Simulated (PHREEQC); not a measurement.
0.024 g of hydrous ferric oxide (600 m²/g; 0.2 weak and 0.005 strong sites per Fe, Dzombak-Morel constants, diffuse double layer) in 1 kg of water with 0.05 mol/kgw of an inert sodium salt, at 25 °C; the pH is set by adding NaOH or the inert anion's acid. O2 is buffered at 0.21 atm. CO2 from the air is kept out. No solid was allowed to form.

The numbers come from PHREEQC with the ion-association model, wateq4f.dat.

Problem. Predict surface charge σ (C/m²), surface potential ψ (mV) at pH = 7.5, 9, 10, 10.5.

Solution. 
```json
[
 {"pH": "7.5", "surface charge σ (C/m²)": "0.017", "surface potential ψ (mV)": "31"},
 {"pH": "9", "surface charge σ (C/m²)": "-0.026", "surface potential ψ (mV)": "-45"},
 {"pH": "10", "surface charge σ (C/m²)": "-0.074", "surface potential ψ (mV)": "-90"},
 {"pH": "10.5", "surface charge σ (C/m²)": "-0.111", "surface potential ψ (mV)": "-110"}
]
```

Complexes and solids missing from the database can't appear. The oxide is taken as insoluble; below pH 4 it would dissolve.
